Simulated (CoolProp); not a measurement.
R245ca at 287.87 K and 2.34 MPa is throttled through a valve to 1.13 MPa with no heat exchange. Each further row changes one setting.

Values from CoolProp's reference Helmholtz-energy equation of state, Zhou 2016.

```csv
case,temperature change (K),final density (kg/m³)
as stated,+0.3,1410
outlet pressure 0.339 MPa,+0.5,1410
outlet pressure 1.47 MPa,+0.2,1420
```
